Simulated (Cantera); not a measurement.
Feed: 1 mol Si2Cl6, 0.27 mol Cl2, 170 mol H2, held at 0.170 bar.

These are equilibrium values from Cantera (NASA tables, ideal gas, pure condensed phases), not measurements of a reactor. Candidate condensed phases: Si; 19 gas species. The feed counts by its element totals alone. The tables' values for SiCl3 are old estimates; treat these amounts as uncertain. The numbers say what is thermodynamically allowed, not how fast it happens. All values below are at 1125 °C.

Base state: H2 0.966, HCl 0.0308, SiCl2 0.00289, SiCl3 0.000188, SiHCl3 0.000115, SiCl4 5.24e-5, SiH2Cl2 3.82e-5, H 1.13e-5 (mole fractions); condensed: Si(s).

Q: What changes in the equilibrium state with this change: H2 from 170 to 72 mol?

A: 
| species | before | after |
|---|---|---|
| H2 | 0.966 | 0.930 |
| HCl | 0.0308 | 0.0572 |
| SiCl2 | 0.00289 | 0.0104 |
| SiCl4 | 5.24e-5 | 0.000676 |
| SiCl3 | 0.000188 | 0.00128 |
| SiHCl3 | 0.000115 | 0.000771 |
| SiH2Cl2 | 3.82e-5 | 0.000132 |
| Si(s), mol | 1.43 | 1.01 |
